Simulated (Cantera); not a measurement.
Input: 1 mol CO2, 0.074 mol H2, equilibrated at 3523 K and 0.100 bar.

Method: chemical equilibrium by Gibbs-energy minimisation in Cantera with the NASA 1993 tables (ideal gas, pure condensed phases). Candidate condensed phases: C, C6H6, C7H8, C8H18, H2O; 110 gas species. Rates play no part.

Base state: CO 0.484, O 0.372, H 0.0618, O2 0.0507, CO2 0.0206, OH 0.0102, H2 0.000986, H2O 0.000349 (mole fractions); condensed: gas only.

Q: What changes in the equilibrium state with this change: H2 from 0.074 to 1.7 mol?

A: 
| species | before | after |
|---|---|---|
| H | 0.0618 | 0.521 |
| CO | 0.484 | 0.207 |
| O | 0.372 | 0.147 |
| H2 | 0.000986 | 0.0701 |
| O2 | 0.0507 | 0.00792 |
| CO2 | 0.0206 | 0.00349 |
| OH | 0.0102 | 0.0340 |
| H2O | 0.000349 | 0.00983 |

Q: What changes in the equilibrium state with this change: temperature from 3523 K to 1873 K?

A: 
```csv
species,before,after
CO2,0.0206,0.862
CO,0.484,0.0683
H2O,0.000349,0.0674
O,0.372,1.27e-5
H,0.0618,7.36e-5
O2,0.0507,0.000289
OH,0.0102,0.000296
H2,0.000986,0.00130
```
